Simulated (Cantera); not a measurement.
A diamond (100) surface in a fixed gas of H2 with x(CH4) = 0.024, x(H) = 0.021, x(CH3) = 0.00013, 12.0 Torr; coverages are run to steady state.

Computed with Cantera and the Harris–Goodwin 1993 mechanism for the reconstructed diamond (100) surface.

θ: site fractions in the mechanism's names (c6HH fully hydrogenated, c6H* and c6*H radical sites, c6** diradical, c6HM methylated).

```json
[
 {"T (K)": "925", "growth (µm/h)": "0.750", "θ c6HH": "0.664", "θ c6H*": "0.0122", "θ c6*H": "0.313", "θ c6**": "0.00545", "θ c6HM": "(withheld)"},
 {"T (K)": "975", "growth (µm/h)": "0.964", "θ c6HH": "0.617", "θ c6H*": "0.0162", "θ c6*H": "0.354", "θ c6**": "0.00813", "θ c6HM": "(withheld)"},
 {"T (K)": "1025", "growth (µm/h)": "1.17", "θ c6HH": "0.572", "θ c6H*": "0.0206", "θ c6*H": "0.392", "θ c6**": "0.0116", "θ c6HM": "(withheld)"},
 {"T (K)": "1075", "growth (µm/h)": "1.30", "θ c6HH": "0.530", "θ c6H*": "0.0254", "θ c6*H": "0.426", "θ c6**": "0.0159", "θ c6HM": "(withheld)"},
 {"T (K)": "1125", "growth (µm/h)": "1.26", "θ c6HH": "0.491", "θ c6H*": "0.0305", "θ c6*H": "0.455", "θ c6**": "0.0212", "θ c6HM": "(withheld)"},
 {"T (K)": "1175", "growth (µm/h)": "1.02", "θ c6HH": "0.455", "θ c6H*": "0.0358", "θ c6*H": "0.481", "θ c6**": "0.0274", "θ c6HM": "(withheld)"},
 {"T (K)": "1225", "growth (µm/h)": "0.740", "θ c6HH": "0.422", "θ c6H*": "0.0412", "θ c6*H": "0.502", "θ c6**": "0.0344", "θ c6HM": "(withheld)"},
 {"T (K)": "1275", "growth (µm/h)": "0.565", "θ c6HH": "0.391", "θ c6H*": "0.0466", "θ c6*H": "0.519", "θ c6**": "0.0424", "θ c6HM": "(withheld)"},
 {"T (K)": "1325", "growth (µm/h)": "0.502", "θ c6HH": "0.364", "θ c6H*": "0.0520", "θ c6*H": "0.533", "θ c6**": "0.0511", "θ c6HM": "(withheld)"},
 {"T (K)": "1375", "growth (µm/h)": "0.496", "θ c6HH": "0.339", "θ c6H*": "0.0573", "θ c6*H": "0.543", "θ c6**": "0.0605", "θ c6HM": "(withheld)"}
]
```

Problem. Some entries are withheld; supply them.

Solution. 
- 925, θ c6HM: 0.00464
- 975, θ c6HM: 0.00369
- 1025, θ c6HM: 0.00290
- 1075, θ c6HM: 0.00216
- 1125, θ c6HM: 0.00142
- 1175, θ c6HM: 0.000783
- 1225, θ c6HM: 0.000363
- 1275, θ c6HM: 0.000152
- 1325, θ c6HM: 6.18e-5
- 1375, θ c6HM: 2.50e-5
